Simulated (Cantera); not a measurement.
A perfectly stirred reactor is fed with 26.5 % CO, 1.27 % H2, 1.83 % CH4, 14.8 % O2, 55.6 % N2, equivalence ratio 1.2, at 500000 Pa; it is adiabatic with a 775 K inlet, and is followed from long to short residence time, starting on the burning branch (τ in s: 0.12, 0.055, 0.024, 0.011, 0.0046, 0.002, 0.00089, 0.00039, 0.00017, 7.5e-05, 3.3e-05, 1.5e-05).

Detailed kinetics in Cantera: GRI-Mech 3.0 (53 species, 325 reactions).

Question: Predict: blow-out, bracketed by the residence times tried; x(CO) at τ = 0.120 s; x(H2) at τ = 0.120 s; x(CH4) at τ = 0.120 s; x(HO2) at τ = 0.120 s; x(H) at τ = 0.120 s; x(CO) at τ = 0.890 ms; x(H2) at τ = 0.890 ms; x(CH4) at τ = 0.890 ms; x(HO2) at τ = 0.890 ms; x(H) at τ = 0.890 ms.

Answer: 
| Quantity | Result |
|---|---|
| blow-out, bracketed by the residence times tried | burning at 15.0 µs, the shortest tried |
| x(CO) at τ = 0.120 s | 0.0838 |
| x(H2) at τ = 0.120 s | 0.00272 |
| x(CH4) at τ = 0.120 s | 5.33e-8 |
| x(HO2) at τ = 0.120 s | 1.94e-6 |
| x(H) at τ = 0.120 s | 0.00107 |
| x(CO) at τ = 0.890 ms | 0.0957 |
| x(H2) at τ = 0.890 ms | 0.00323 |
| x(CH4) at τ = 0.890 ms | 4.76e-6 |
| x(HO2) at τ = 0.890 ms | 3.37e-6 |
| x(H) at τ = 0.890 ms | 0.00199 |
